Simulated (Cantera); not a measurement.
Charge: 1 mol Cu₂O, a varied amount of H₂, 2.4 mol H₂O, held at 1898.15 K and 2.55 Torr.

Cantera equilibrium calculation (NASA polynomials, part measured and part estimated; ideal gas, pure solids and liquids). Candidate condensed phases: Cu, CuO, Cu(OH)₂, Cu₂O, H₂O; 12 gas species. Equilibrium is a limit: real reactors are often held back by kinetics, nucleation or transport.

x: gas mole fraction; nothing condenses.

```csv
n(H₂) (mol),x H₂,x H₂O,x Cu,x O₂,x H,x OH
0.8,0.00886,0.587,0.373,0.0212,0.00126,(withheld)
1.6,0.0990,0.563,0.331,0.000156,0.00422,(withheld)
3.2,0.285,0.445,0.261,1.18e-5,0.00717,(withheld)
6.2,0.484,0.319,0.187,2.10e-6,0.00934,(withheld)
12,0.662,0.206,0.121,4.68e-7,0.0109,(withheld)
25,0.805,0.115,0.0676,9.83e-8,0.0120,(withheld)
49,0.887,0.0632,0.0372,2.46e-8,0.0126,(withheld)
97,0.934,0.0333,0.0196,6.14e-9,0.0130,(withheld)
190,0.959,0.0174,0.0102,1.58e-9,0.0131,(withheld)
380,0.973,0.00878,0.00517,3.94e-10,0.0132,(withheld)
750,0.980,0.00447,0.00263,1.01e-10,0.0133,(withheld)
1500,0.983,0.00224,0.00132,2.52e-11,0.0133,(withheld)
3000,0.985,0.00112,0.000661,6.29e-12,0.0133,(withheld)
```

### Question
Fill in the missing entries.

### Answer

- 0.8, x OH: 0.00685
- 1.6, x OH: 0.00196
- 3.2, x OH: 0.000914
- 6.2, x OH: 0.000503
- 12, x OH: 0.000278
- 25, x OH: 0.000140
- 49, x OH: 7.37e-5
- 97, x OH: 3.78e-5
- 190, x OH: 1.95e-5
- 380, x OH: 9.77e-6
- 750, x OH: 4.96e-6
- 1500, x OH: 2.48e-6
- 3000, x OH: 1.24e-6
